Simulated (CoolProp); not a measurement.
Computed with CoolProp (reference Helmholtz-energy equation of state, Lemmon 2009).

**Question.** For propane, give the phase and the cp (kJ/(kg K)), expansivity (1/kK), Prandtl number, fugacity coefficient at 71.75 °C and 9.88 bar; 93.95 °C and 9.88 bar.

**Answer.** 
- 71.75 °C and 9.88 bar: gas; cp 2.04, expansivity 4.15, Prandtl number 0.794, fugacity coefficient 0.903
- 93.95 °C and 9.88 bar: gas; cp 2.10, expansivity 3.62, Prandtl number 0.777, fugacity coefficient 0.920

Viscosity comes from a separate model (Vogel 1998). Thermal conductivity comes from a separate model (Marsh 2002).
